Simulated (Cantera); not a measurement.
Input (Python, Cantera):

```python
import numpy as np
import cantera as ct

gas = ct.Solution("gri30.yaml")


def delay(T, t_max=10):
    gas.TPX = T, 101325, {'CH3OH': 1, 'O2': 1, 'N2': 6.2}
    reactor = ct.IdealGasConstPressureReactor(gas, clone=False)
    net = ct.ReactorNet([reactor])
    net.rtol, net.atol = 1e-8, 1e-16
    while net.time < t_max:
        t_old, T_old = net.time, reactor.T
        net.step()
        if reactor.T > T + 400:  # ignition: a rise of 400 K
            return t_old + (T + 400 - T_old) / (reactor.T - T_old) * (net.time - t_old)
    return np.nan


taus = []
for T in [1100, 1200, 1300, 1400, 1500, 1600, 1700]:
    taus.append(delay(T))
    print(f"T0 = {T:6g} K   tau = {taus[-1]:.4e} s")
```

Output:

```
T0 =   1100 K   tau = 5.9120e-02 s
T0 =   1200 K   tau = 9.7141e-03 s
T0 =   1300 K   tau = 2.1779e-03 s
T0 =   1400 K   tau = 6.3578e-04 s
T0 =   1500 K   tau = 2.3246e-04 s
T0 =   1600 K   tau = 1.0198e-04 s
T0 =   1700 K   tau = 5.1516e-05 s
```

Model: GRI-Mech 3.0 (53 species, 325 reactions), integrated in Cantera. GRI-Mech 3.0 was tuned for natural gas; its chemistry of methanol as a main component is partial and can be far from experiment.
